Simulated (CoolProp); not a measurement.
Vapour-liquid equilibrium of acetone (1) + benzene (2) at 53.25 °C; x and y are mole fractions of (1).

Model: multi-fluid Helmholtz-energy mixture model, Lemmon 2006 and Thol 2012; pair parameters Bell 2016, in CoolProp.

```
x      bubble pressure, mixture model (kPa)  bubble pressure, Raoult's law (kPa)  y, mixture model  y, Raoult's law
-----  ------------------------------------  -----------------------------------  ----------------  ---------------
0.05                                  45.40                                43.46             0.141            0.106
0.125                                 51.31                                47.29             0.293            0.243
0.2                                   56.46                                51.11             0.405            0.360
0.275                                 61.03                                54.93             0.492            0.460
0.35                                  65.13                                58.76             0.564            0.547
0.425                                 68.89                                62.58             0.626            0.624
0.5                                   72.38                                66.41             0.682            0.692
0.575                                 75.66                                70.23             0.733            0.752
0.65                                  78.78                                74.06             0.782            0.807
0.725                                 81.76                                77.88             0.829            0.856
0.8                                   84.64                                81.71             0.875            0.900
0.875                                 87.43                                85.53             0.922            0.940
0.95                                  90.14                                89.36             0.968            0.977
```

The largest gap from Raoult's law is +11.1 % in bubble pressure, at x = 0.275. No azeotrope shows between x = 0.05 and 0.95.

Pair parameters are fitted to limited data, so mixtures are less certain than the pure fluids.
